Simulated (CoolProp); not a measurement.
The fluid at 360.55 K and 0.182 MPa is throttled through a valve to 0.0657 MPa with no heat exchange. The same conditions are run with several fluids, on thermodynamics alone (safety and materials aside).

The numbers come from the reference Helmholtz-energy equation of state of each fluid (cis-2-butene: Lemmon 2005; CH2F2 (R32): Tillner-Roth 1997; CF4 (R14): Platzer 1990; nitrogen: Span 2000; methane: Setzmann 1991) in CoolProp. The equations of Platzer and Polt are older, rougher fits.

Rank cis-2-butene, CH2F2 (R32), CF4 (R14), nitrogen, methane by temperature change (K), highest first.

nitrogen (-0.2), methane (-0.3), CF4 (R14) (-0.4), CH2F2 (R32) (-1.6), cis-2-butene (-1.9)

| fluid | final density (kg/m³) |
|---|---|
| cis-2-butene | 1.25 |
| CH2F2 (R32) | 1.15 |
| CF4 (R14) | 1.93 |
| nitrogen | 0.614 |
| methane | 0.352 |
